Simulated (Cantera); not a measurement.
Input: 1 mol SiH₄, a varied amount of NH₃, equilibrated at 1025 K and 0.180 bar.

Method: chemical equilibrium by Gibbs-energy minimisation in Cantera with the NASA 1993 tables (ideal gas, pure condensed phases). Candidate condensed phases: Si, Si₃N₄; 18 gas species. Mutual solubility and eutectic melting of coexisting phases are not modelled. Kinetics and transport are ignored.

log p: log10 of the partial pressure in bar; n: condensed amount in mol.

```json
[
 {"n(NH₃) (mol)": "0.24", "log p H₂": "-0.74", "log p N₂": "-10.31", "log p NH₃": "-9.58", "log p SiH₄": "-7.85", "log p H": "-8.73", "n Si(s)": "0.820", "n Si₃N₄(s)": "0.0600"},
 {"n(NH₃) (mol)": "0.46", "log p H₂": "-0.74", "log p N₂": "-10.31", "log p NH₃": "-9.58", "log p SiH₄": "-7.85", "log p H": "-8.73", "n Si(s)": "[?]", "n Si₃N₄(s)": "[?]"},
 {"n(NH₃) (mol)": "0.88", "log p H₂": "-0.74", "log p N₂": "-10.31", "log p NH₃": "-9.58", "log p SiH₄": "-7.85", "log p H": "-8.73", "n Si(s)": "0.340", "n Si₃N₄(s)": "0.220"},
 {"n(NH₃) (mol)": "1.7", "log p H₂": "-0.76", "log p N₂": "[?]", "log p NH₃": "[?]", "log p SiH₄": "<-12", "log p H": "-8.74", "n Si(s)": "0", "n Si₃N₄(s)": "0.333"},
 {"n(NH₃) (mol)": "3.2", "log p H₂": "-0.80", "log p N₂": "-1.66", "log p NH₃": "-5.34", "log p SiH₄": "<-12", "log p H": "-8.76", "n Si(s)": "0", "n Si₃N₄(s)": "0.333"},
 {"n(NH₃) (mol)": "6.1", "log p H₂": "-0.83", "log p N₂": "-1.50", "log p NH₃": "-5.30", "log p SiH₄": "<-12", "log p H": "-8.78", "n Si(s)": "0", "n Si₃N₄(s)": "0.333"},
 {"n(NH₃) (mol)": "12", "log p H₂": "-0.85", "log p N₂": "-1.42", "log p NH₃": "-5.29", "log p SiH₄": "<-12", "log p H": "-8.78", "n Si(s)": "0", "n Si₃N₄(s)": "0.333"},
 {"n(NH₃) (mol)": "22", "log p H₂": "-0.86", "log p N₂": "-1.39", "log p NH₃": "-5.28", "log p SiH₄": "<-12", "log p H": "-8.79", "n Si(s)": "0", "n Si₃N₄(s)": "0.333"}
]
```

Fill in the missing entries.


- 0.46, n Si(s): 0.655
- 0.46, n Si₃N₄(s): 0.115
- 1.7, log p N₂: -2.16
- 1.7, log p NH₃: -5.53
